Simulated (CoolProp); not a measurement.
Vapour-liquid equilibrium of n-butane (1) + cis-2-butene (2) at -29.75 °C; x and y are mole fractions of (1).

Model: multi-fluid Helmholtz-energy mixture model, Bücker 2006 and Lemmon 2005; pair parameters Bell 2016, in CoolProp.

```tsv
x	bubble pressure (MPa)	y at the bubble point	dew pressure at overall composition x (MPa)	liquid density (mol/L)
0.05	?	0.069	0.02331	11.99
0.15	0.02428	0.192	0.02399	11.86
0.25	0.02501	0.303	0.02466	11.73
0.35	0.02565	0.406	?	11.61
0.45	0.02621	0.503	0.02591	?
0.55	0.02672	?	0.02647	11.37
0.65	0.02718	0.688	?	11.25
0.75	0.02761	0.778	0.02748	11.14
0.85	0.02800	?	0.02793	11.03
0.95	?	0.956	0.02835	10.92
```

Task: Fill in the missing entries.

Result: 
- 0.05, bubble pressure (MPa): 0.02344
- 0.35, dew pressure at overall composition x (MPa): 0.02530
- 0.45, liquid density (mol/L): 11.49
- 0.55, y at the bubble point: 0.596
- 0.65, dew pressure at overall composition x (MPa): 0.02700
- 0.85, y at the bubble point: 0.867
- 0.95, bubble pressure (MPa): 0.02838

No azeotrope shows between x = 0.05 and 0.95.

Pair parameters are fitted to limited data, so mixtures are less certain than the pure fluids.
